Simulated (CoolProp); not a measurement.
Vapour-liquid equilibrium of CHF3 (R23) (1) + R125 (2) at 0.174 MPa; x and y are mole fractions of (1).

Values from CoolProp's multi-fluid Helmholtz-energy mixture model, Penoncello 2003 and Lemmon 2005; pair parameters Bell 2016.

```tsv
x	bubble temperature (°C)	y at the bubble point	dew temperature at overall composition x (°C)	liquid density (mol/L)
0.05	-39.9	0.178	-37.3	12.58
0.2	-48.9	0.537	-40.4	13.56
0.35	-55.7	0.732	-43.8	14.59
0.5	-61.0	0.843	-47.8	15.67
0.65	-65.1	0.911	-52.6	16.84
0.8	-68.4	0.957	-58.8	18.13
0.95	-71.2	0.990	-67.9	19.58
```

No azeotrope shows between x = 0.05 and 0.95.

Pair parameters are fitted to limited data, so mixtures are less certain than the pure fluids.
